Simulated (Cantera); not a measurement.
A perfectly stirred reactor is fed with 9.37 % H2, 7.55 % O2, 83.1 % N2, at 9.87 atm; it is adiabatic with a 600 K inlet, and is followed from long to short residence time, starting on the burning branch (τ in s: 0.038, 0.019, 0.0094, 0.0047, 0.0024, 0.0012, 0.0006, 0.0003, 0.00015, 7.5e-05, 3.8e-05, 1.9e-05, 9.5e-06).

Model: the H2/O2 subset of GRI-Mech 3.0, which has no nitrogen chemistry, integrated in Cantera. The hydrogen kinetics of GRI-Mech 3.0 are dated; newer H2 mechanisms differ, most at raised pressure.

x: mole fraction; the columns are a selection and need not sum to one.

```
τ (s)    T (K)      x H2    x O2  x H2O2    x HO2   x H2O      x H
-------  -----  --------  ------  ------  -------  ------  -------
0.038     1316  0.000996  0.0305     ___  2.79e-5  0.0972  9.09e-7
0.019     1311   0.00173  0.0309     ___  4.04e-5  0.0964  1.70e-6
0.0094    1301   0.00317  0.0316     ___  5.81e-5  0.0949  3.14e-6
0.0047    1269   0.00759  0.0337     ___  8.66e-5  0.0902  5.23e-6
0.0024     600    0.0937  0.0755  <1e-12   <1e-12  <1e-12   <1e-12
0.0012     600    0.0937  0.0755  <1e-12   <1e-12  <1e-12   <1e-12
0.00060    600    0.0937  0.0755  <1e-12   <1e-12  <1e-12   <1e-12
0.00030    600    0.0937  0.0755  <1e-12   <1e-12  <1e-12   <1e-12
0.00015    600    0.0937  0.0755  <1e-12   <1e-12  <1e-12   <1e-12
7.5e-5     600    0.0937  0.0755  <1e-12   <1e-12  <1e-12   <1e-12
3.8e-5     600    0.0937  0.0755  <1e-12   <1e-12  <1e-12   <1e-12
1.9e-5     600    0.0937  0.0755  <1e-12   <1e-12  <1e-12   <1e-12
9.5e-6     600    0.0937  0.0755  <1e-12   <1e-12  <1e-12   <1e-12
```

### Question
Fill in the missing entries.

### Answer

- 0.038, x H2O2: 1.72e-6
- 0.019, x H2O2: 3.56e-6
- 0.0094, x H2O2: 7.75e-6
- 0.0047, x H2O2: 2.34e-5
